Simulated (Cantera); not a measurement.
Input (Python, Cantera) and output of one run.

```python
import numpy as np
import cantera as ct

gas_names = """
    O2 F2
""".split()
cond_names = """
    Ca(L) CaF2(L) CaO(s)
""".split()


# ... load() reads the species with a 1 bar reference pressure and builds the phases ...
species = {s.name: s for s in load("nasa_gas.yaml", gas_names) + load("nasa_condensed.yaml", cond_names)}
T = 1850
g = {n: (s.thermo.h(T) - T * s.thermo.s(T)) / (ct.gas_constant * T * np.log(10)) for n, s in species.items()}
valid = cond_names  # the entries whose range holds T


def stable(la, lb):
    # potentials (over RT ln 10) of the two non-metals from log10 p(O2) and log10 p(F2) in bar
    mu = {}
    mu["O"] = (g["O2"] + la) / 2
    mu["F"] = (g["F2"] + lb) / 2
    cost = {}
    for n in valid:
        c = species[n].composition
        cost[n] = (g[n] - sum(c.get(e, 0) * m for e, m in mu.items())) / c["Ca"]
    return min(cost, key=cost.get)


results = []
for lb in [1, -1, -3, -5, -7, -9, -11, -13, -15, -17]:
    row = [stable(la, lb) for la in [-20, -19.1, -18.3, -17.4, -16.5, -15.7, -14.8, -13.9, -13, -12.2, -11.3, -10.4, -9.6, -8.7, -7.8, -7, -6.1, -5.2, -4.3, -3.5, -2.6, -1.7, -0.9, 0]]
    results.append(row)
    print(f"{lb:6.1f}  " + " ".join(f"{valid.index(n):x}" for n in row))
print("key: " + ", ".join(f"{i:x} {n}" for i, n in enumerate(valid)))
```

Result:

```
   1.0  1 1 1 1 1 1 1 1 1 1 1 1 1 1 1 1 1 1 1 1 1 1 1 1
  -1.0  1 1 1 1 1 1 1 1 1 1 1 1 1 1 1 1 1 1 1 1 1 1 1 1
  -3.0  1 1 1 1 1 1 1 1 1 1 1 1 1 1 1 1 1 1 1 1 1 1 1 1
  -5.0  1 1 1 1 1 1 1 1 1 1 1 1 1 1 1 1 1 1 1 1 1 1 1 1
  -7.0  1 1 1 1 1 1 1 1 1 1 1 1 1 1 1 1 1 1 1 1 1 1 1 1
  -9.0  1 1 1 1 1 1 1 1 1 1 1 1 1 1 1 1 1 1 1 1 1 1 1 1
 -11.0  1 1 1 1 1 1 1 1 1 1 1 1 1 1 1 1 1 1 1 1 1 1 1 1
 -13.0  1 1 1 1 1 1 1 1 1 1 1 1 1 1 1 1 1 1 1 1 1 1 1 1
 -15.0  1 1 1 1 1 1 1 1 1 1 1 1 1 1 1 1 1 1 1 1 1 2 2 2
 -17.0  1 1 1 1 1 1 1 1 1 1 1 1 1 1 1 1 2 2 2 2 2 2 2 2
key: 0 Ca(L), 1 CaF2(L), 2 CaO(s)
```

Cantera with NASA thermochemical tables; ideal gases at 1 bar, condensed phases pure. Not in the tables: oxide halides. Part of the grid cannot be reached: there another gas would pass 10 bar, or a non-metal would condense.
